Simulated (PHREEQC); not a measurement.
A solution holds 0.0024 mol/kgw HCl and 0.0013 mol/kgw Li2SO4, at 25 °C. Closed to the air; pH follows from the charge balance.

Model: ion-association model, wateq4f.dat, run in PHREEQC.

Precipitation was switched off in this run.

Problem. Order these S species by the share of S that they hold, largest first: LiSO4-, SO4-2, HSO4-.

Solution. SO4-2 (86 %), HSO4- (14 %), LiSO4- (0.70 %)

The pH is 2.69 and the ionic strength 0.00593 mol/kgw. Species that the database lacks are ignored.
